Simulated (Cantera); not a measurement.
Charge: 1 mol B₂O₃, 1 mol N₂, 11 mol H₂, at 1050 °C and 20.0 Pa.

Method: chemical equilibrium by Gibbs-energy minimisation in Cantera with the NASA 1993 tables (ideal gas, pure condensed phases). Candidate condensed phases: B, BN, B₂O₃, B₃O₃H₃, H₂O; 39 gas species. N₂ is the only nitrogen source here; it is nearly inert below about 1500 K, so the nitride shown seldom forms there in practice. Mutual solubility and eutectic melting of coexisting phases are not modelled. Rates play no part.

Base state: H₂ 0.908, N₂ 0.0827, HBO₂ 0.00399, HBO 0.00292, B₂O₃ 0.00174, H₂O 0.000195, B₂O₂ 0.000121, H 0.000107 (mole fractions); condensed: BN(s) + B₂O₃(l).

Q: What changes in the equilibrium state with this change: pressure from 20.0 Pa to 1.60 mbar?

A: 
| species | before | after |
|---|---|---|
| H₂ | 0.908 | 0.914 |
| N₂ | 0.0827 | 0.0829 |
| HBO₂ | 0.00399 | 0.00200 |
| HBO | 0.00292 | 0.000732 |
| B₂O₂ | 0.000121 | 7.54e-6 |
| BO | 1.19e-5 | 1.05e-6 |
| BN(s), mol | 0.00486 | 0.00817 |
| B₂O₃(l), mol | 0.933 | 0.977 |

Q: What changes in the equilibrium state with this change: temperature from 1050 °C to 1800 °C?

A: 
```json
[
 {"species": "H₂", "before": "0.908", "after": "0.647"},
 {"species": "H", "before": "0.000107", "after": "0.150"},
 {"species": "N₂", "before": "0.0827", "after": "0.0692"},
 {"species": "BO", "before": "1.19e-5", "after": "0.0485"},
 {"species": "H₂O", "before": "0.000195", "after": "0.0119"},
 {"species": "HBO₂", "before": "0.00399", "after": "0.0400"},
 {"species": "B₂O₃", "before": "0.00174", "after": "0.0157"},
 {"species": "HBO", "before": "0.00292", "after": "0.0155"},
 {"species": "OH", "before": "<1e-9", "after": "0.000313"},
 {"species": "BO₂", "before": "8.56e-9", "after": "0.00127"},
 {"species": "O", "before": "<1e-9", "after": "5.19e-5"},
 {"species": "B₂O₂", "before": "0.000121", "after": "0.000905"},
 {"species": "BN(s), mol", "before": "0.00486", "after": "0"},
 {"species": "B₂O₃(l), mol", "before": "0.933", "after": "0"}
]
```
